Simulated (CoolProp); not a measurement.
C3F8 (R218) at several states: density (kg/m³) from the reference equation and from simpler models built on Tc = 71.9 °C, pc = 2640 kPa, ω = 0.317; each cubic takes its own stable root.

The numbers come from the reference Helmholtz-energy equation of state, Lemmon 2006 in CoolProp. It is a short technical equation, of lower accuracy than the large ones.

```csv
T (°C),p (kPa),phase,reference,van der Waals,Redlich-Kwong,Peng-Robinson
161.55,228,gas,12.01,12.04,12.04,12.04
7.65,211,gas,(withheld),17.70,17.90,18.06
-86.65,309,liquid,(withheld),(withheld),1642,1909
111.85,359,gas,(withheld),21.77,21.83,21.88
-129.45,1550,liquid,1946,(withheld),(withheld),2021
```

### Question
What belongs in the gaps?

### Answer

- 7.65, reference: 18.03
- -86.65, reference: 1795
- -86.65, van der Waals: 1110
- 111.85, reference: 21.75
- -129.45, van der Waals: 1192
- -129.45, Redlich-Kwong: 1769
